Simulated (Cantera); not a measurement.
A perfectly stirred reactor is fed with CH₄ : O₂ : N₂ = 1 : 2.41 : 9.06 (molar parts), equivalence ratio 0.83, at 1.20 bar; it is adiabatic with a 423 K inlet, and is followed from long to short residence time, starting on the burning branch (τ in s: 0.1, 0.056, 0.03, 0.016, 0.0088, 0.0047, 0.0026, 0.0014, 0.00074, 0.0004, 0.00022, 0.00012, 6.3e-05).

Detailed kinetics in Cantera: GRI-Mech 3.0 (53 species, 325 reactions).

Question: Predict: blow-out, bracketed by the residence times tried; x(CH₄) at τ = 0.100 s; x(O₂) at τ = 0.100 s; x(NO) at τ = 0.100 s; x(H) at τ = 0.100 s; x(CH₄) at τ = 2.60 ms; x(O₂) at τ = 2.60 ms; x(C₂H₂) at τ = 2.60 ms; x(NO) at τ = 2.60 ms; x(H) at τ = 2.60 ms.

Answer: 
```
Item                                                                            Value
------------------------------------------------  -----------------------------------
blow-out, bracketed by the residence times tried  burning at 0.120 ms, out at 63.0 µs
x(CH₄) at τ = 0.100 s                                                         3.61e-6
x(O₂) at τ = 0.100 s                                                           0.0329
x(NO) at τ = 0.100 s                                                         0.000650
x(H) at τ = 0.100 s                                                          0.000118
x(CH₄) at τ = 2.60 ms                                                         5.36e-5
x(O₂) at τ = 2.60 ms                                                           0.0364
x(C₂H₂) at τ = 2.60 ms                                                        1.13e-8
x(NO) at τ = 2.60 ms                                                         0.000102
x(H) at τ = 2.60 ms                                                           0.00119
```
